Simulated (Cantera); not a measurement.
Charge: 1 mol AlBr₃, 88 mol NH₃, 2.2 mol N₂, at 2100 K and 0.690 bar.

Equilibrium computed with Cantera from the NASA thermochemical tables; the gas is ideal and each condensed phase is pure. The numbers say what is thermodynamically allowed, not how fast it happens.

```tsv
species	before	after
H₂	0.724	0.728
N₂	0.256	0.255
HBr	0.0102	0.0163
AlBr	0.00544	5.17e-6
AlBr₃	9.91e-6	0.000147
Al	7.35e-5	<1e-9
AlH	1.18e-5	<1e-9
H	0.00319	9.49e-6
Br	0.000893	2.61e-5
NH₃	3.69e-6	1.58e-5
AlN(s), mol	0	0.973
```
Gas species are given as mole fractions.

**Question.** Which change was made?
(A) temperature from 2100 K to 1448.15 K
(B) temperature from 2100 K to 2048 K
(C) temperature from 2100 K to 1875 K
(D) temperature from 2100 K to 1975 K

**Answer.** A, temperature from 2100 K to 1448.15 K
